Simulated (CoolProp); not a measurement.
Vapour-liquid equilibrium of R134a (1) + R123 (2) at 0.0406 MPa; x and y are mole fractions of (1).

Model: multi-fluid Helmholtz-energy mixture model, Tillner-Roth 1994 and Younglove 1994; pair parameters Bell 2016, in CoolProp.

Task: Give the bubble temperature and the first vapour's composition at x = 0.65, 0.8, 0.95. Is there an azeotrope?

Result: x = 0.65: 234.4 K, y = 0.957; x = 0.8: 231.9 K, y = 0.975; x = 0.95: 229.6 K, y = 0.993. No azeotrope shows between x = 0.05 and 0.95.

The pair parameters rest on a limited set of measurements; away from them the model extrapolates.
